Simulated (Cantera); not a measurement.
A Cantera script and its output.

```python
import numpy as np
import cantera as ct

gas = ct.Solution("gri30.yaml")
gas.TPX = 1375, 100000, {'H2': 0.3, 'O2': 1, 'N2': 15}
reactor = ct.IdealGasConstPressureReactor(gas, energy="off", clone=False)
net = ct.ReactorNet([reactor])
net.rtol, net.atol = 1e-08, 1e-18
show = ['H2', 'O2', 'O', 'OH', 'N2O', 'H2O2']
times = np.geomspace(4e-06, 2, 15)

steps = ct.SolutionArray(gas, extra=["t"])
rows = []
print(f"{'t/s':>10s}{'T/K':>9s}{'P/Pa':>11s}" + "".join(f"{s:>11s}" for s in show))
for t in times:
    while net.time < t:
        t_next = net.step()
        steps.append(gas.state, t=t_next)
    rows.append([np.interp(t, steps.t, y) for y in (steps.T, steps.P, *steps(*show).X.T)])
    print(f"{t:10.3e}{rows[-1][0]:9.1f}{rows[-1][1]:11.4g}" + "".join(f"{x:11.3e}" for x in rows[-1][2:]))
rate = np.gradient(steps.T, steps.t)
print("integrator steps:", len(steps.t))
if steps.T.max() > steps.T[0] + 200:
    print(f"time of steepest temperature rise: {steps.t[rate.argmax()]:.4e} s")
gas.TPX = 1375, 100000, {'H2': 0.3, 'O2': 1, 'N2': 15}
gas.equilibrate("TP")
print(f"equilibrium (TP): T = {gas.T:.1f} K  " + "  ".join(f"{s} {gas[s].X[0]:.3e}" for s in show))
```

It prints:

```
       t/s      T/K       P/Pa         H2         O2          O         OH        N2O       H2O2
 4.000e-06   1375.0      1e+05  1.840e-02  6.135e-02  1.685e-09  1.436e-09  7.242e-15  4.610e-12
 1.021e-05   1375.0      1e+05  1.840e-02  6.135e-02  1.001e-08  7.847e-09  4.857e-14  2.842e-11
 2.607e-05   1375.0      1e+05  1.840e-02  6.135e-02  1.507e-07  1.145e-07  8.695e-13  1.878e-10
 6.657e-05   1375.0      1e+05  1.812e-02  6.118e-02  7.062e-05  5.452e-05  4.118e-10  3.197e-08
 1.700e-04   1375.0      1e+05  7.990e-04  5.120e-02  3.700e-03  1.202e-03  1.961e-07  7.489e-07
 4.339e-04   1375.0      1e+05  1.736e-04  5.220e-02  7.852e-04  5.308e-04  3.884e-07  4.013e-07
 1.108e-03   1375.0      1e+05  2.657e-05  5.253e-02  1.181e-04  2.039e-04  4.959e-07  1.303e-07
 2.828e-03   1375.0      1e+05  4.309e-06  5.260e-02  2.048e-05  8.618e-05  5.436e-07  3.584e-08
 7.221e-03   1375.0      1e+05  9.109e-07  5.262e-02  4.798e-06  4.194e-05  5.582e-07  1.052e-08
 1.844e-02   1375.0      1e+05  2.516e-07  5.262e-02  1.428e-06  2.287e-05  5.422e-07  3.483e-09
 4.707e-02   1375.0      1e+05  8.613e-08  5.263e-02  5.093e-07  1.363e-05  4.749e-07  1.314e-09
 1.202e-01   1375.0      1e+05  3.850e-08  5.263e-02  2.302e-07  9.148e-06  3.262e-07  6.156e-10
 3.068e-01   1375.0      1e+05  2.656e-08  5.263e-02  1.573e-07  7.555e-06  1.286e-07  4.290e-10
 7.834e-01   1375.0      1e+05  2.499e-08  5.263e-02  1.474e-07  7.312e-06  3.065e-08  4.036e-10
 2.000e+00   1375.0      1e+05  2.493e-08  5.263e-02  1.470e-07  7.302e-06  2.386e-08  4.025e-10
integrator steps: 1464
equilibrium (TP): T = 1375.0 K  H2 2.497e-08  O2 5.246e-02  O 1.467e-07  OH 7.296e-06  N2O 2.384e-08  H2O2 4.019e-10
```

Computed with Cantera and GRI-Mech 3.0 (53 species, 325 reactions).
